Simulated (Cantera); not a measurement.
A closed system holds: 1 mol Al(CH3)3, a varied amount of NH3, 300 mol N2, held at 55.0 Pa.

Equilibrium computed with Cantera from the NASA thermochemical tables; the gas is ideal and each condensed phase is pure. Candidate condensed phases: Al, AlN, C, C6H6, C7H8, C8H18; 97 gas species. The feed counts by its element totals alone. Rates play no part.

Stable condensed phases, one row left out:

```
T in K \ n(NH3) in mol
         5.5  20  35  50  64  79  94 110 120
   2175    A   A   B   B   B   B   B   B   B
   2025    A   A   A   A   B   B   B   B   B
   1725    A   A   A   A   A   A   A   A   A
   1575    C   C   C   C   C   C   C   C   C
   1425    C   C   C   C   C   C   C   C   C
   1275    C   C   C   C   C   C   C   C   C
   1125    C   C   C   C   C   C   C   C   C
    975    C   C   C   C   C   C   C   C   C
    825    C   C   C   C   C   C   C   C   C
    675    C   C   C   C   C   C   C   C   C
```

A: C; B: gas only; C: AlN + C.

Problem. Give the row for 1875 K.

Solution. 5.5: C; 20: C; 35: C; 50: C; 64: C; 79: C; 94: C; 110: C; 120: C.
